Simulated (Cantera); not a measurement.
Cantera run:

```python
import numpy as np
import cantera as ct

gas_names = """
    H H2 H2S Ni NiS S SH S2 S8
""".split()
cond_names = """
    Ni(cr) Ni(L) NiS(b) NiS(a) NiS(L) NiS2(s) NiS2(L) Ni3S2(I) Ni3S2(II) Ni3S2(L) Ni3S4(s) S(cr1) S(cr2)
    S(L)
""".split()


# ... load() reads the species with a 1 bar reference pressure and builds the phases ...
atoms = {
    'NiS': {'Ni': 1, 'S': 1},
    'H2': {'H': 2},
}
top_T = {'Ni3S4(s)': 620}  # K; cautious upper limits of use, not melting points


# ... equilibrate(T, P, feed) seeds the gas with the atoms and calls Mixture.equilibrate('TP', solver="vcs", rtol=1e-11, max_steps=5000) ...
results = []
feed = {'NiS': 1, 'H2': 0.31}  # mol
P = 101325  # Pa
for T in [650, 800, 950, 1100, 1250, 1400, 1550, 1700]:
    mix = equilibrate(T, P, feed)
    results.append((T, P, feed, dict(zip(mix.species_names, mix.species_moles))))
    x = sorted(zip(gas.X, gas.species_names), reverse=True)
    print(f"T = {T:g} K  P = {P:g} Pa  gas = {mix.phase_moles(0):.4g} mol")
    print("   x: " + "  ".join(f"{s} {v:.3e}" for v, s in x if v > 0.0001))
    print("   condensed (mol): " + ("  ".join(f"{mix.phase(i).name} {mix.phase_moles(i):.4g}"
          for i in range(1, mix.n_phases) if mix.phase_moles(i) > 1e-12) or "none"))
```

Output:

```
T = 650 K  P = 101325 Pa  gas = 0.31 mol
   x: H2S 6.329e-01  H2 3.671e-01
   condensed (mol): NiS(b) 0.4114  Ni3S2(I) 0.1962
T = 800 K  P = 101325 Pa  gas = 0.31 mol
   x: H2S 6.422e-01  H2 3.578e-01
   condensed (mol): NiS(a) 0.4028  Ni3S2(I) 0.1991
T = 950 K  P = 101325 Pa  gas = 0.3101 mol
   x: H2S 8.385e-01  H2 1.610e-01  S2 4.656e-04
   condensed (mol): NiS(a) 0.2189  Ni3S2(II) 0.2604
T = 1100 K  P = 101325 Pa  gas = 0.3325 mol
   x: H2S 8.670e-01  S2 6.767e-02  H2 6.523e-02  SH 1.231e-04
   condensed (mol): Ni3S2(L) 0.3333
T = 1250 K  P = 101325 Pa  gas = 0.3471 mol
   x: H2S 7.465e-01  H2 1.463e-01  S2 1.066e-01  SH 6.145e-04
   condensed (mol): Ni3S2(L) 0.3333
T = 1400 K  P = 101325 Pa  gas = 0.3672 mol
   x: H2S 5.965e-01  H2 2.468e-01  S2 1.547e-01  SH 2.069e-03
   condensed (mol): Ni3S2(L) 0.3333
T = 1550 K  P = 101325 Pa  gas = 0.3894 mol
   x: H2S 4.482e-01  H2 3.453e-01  S2 2.013e-01  SH 5.175e-03
   condensed (mol): Ni3S2(L) 0.3333
T = 1700 K  P = 101325 Pa  gas = 0.4102 mol
   x: H2 4.263e-01  H2S 3.241e-01  S2 2.389e-01  SH 1.041e-02  S 1.534e-04
   condensed (mol): Ni3S2(L) 0.3333
```

These are equilibrium values from Cantera (NASA tables, ideal gas, pure condensed phases), not measurements of a reactor. Gases not in the tables: S3 to S7.
